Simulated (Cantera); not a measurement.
Charge: 1 mol borazine, 1.5 mol H2, equilibrated at 952 °C and 0.0100 bar.

Cantera equilibrium calculation (NASA polynomials, part measured and part estimated; ideal gas, pure solids and liquids). Candidate condensed phases: B, BN; 15 gas species. The feed counts by its element totals alone. Equilibrium is a limit: real reactors are often held back by kinetics, nucleation or transport.

Base state: H2 1.000 (mole fractions); condensed: BN(s).

### Question
What changes in the equilibrium state with this change: temperature from 952 °C to 1600 °C?

### Answer
```
species      before     after
----------  -------  --------
H2            1.000     0.992
H           3.12e-6   0.00644
N2          1.43e-8   0.00156
BH2         2.05e-8  0.000213
BN(s), mol     3.00      2.99
B(s), mol         0    0.0131
```
Mutual solubility and eutectic melting of coexisting phases are not modelled. The tables' values for BH2 are old estimates; treat these amounts as uncertain.

### Question
What changes in the equilibrium state with this change: borazine replaced by B2O3?

### Answer
| species | before | after |
|---|---|---|
| H2 | 1.000 | 1.000 |
| HBO | 0 | 0.000133 |
| HBO2 | 0 | 7.00e-5 |
| H2O | 0 | 3.53e-5 |
| BN(s), mol | 3.00 | 0 |
| B2O3(l), mol | 0 | 1.000 |
Further candidate phases: B2O3, B3O3H3, H2O.

### Question
What changes in the equilibrium state with this change: temperature from 952 °C to 1927 °C?

### Answer
```tsv
species	before	after
H2	1.000	0.772
N2	1.43e-8	0.177
H	3.12e-6	0.0495
BH2	2.05e-8	0.00102
B	<1e-9	0.000274
BH	<1e-9	2.82e-5
BN(s), mol	3.00	1.00
B(s), mol	0	1.99
```
Mutual solubility and eutectic melting of coexisting phases are not modelled. The tables' values for BH2 are old estimates; treat these amounts as uncertain.
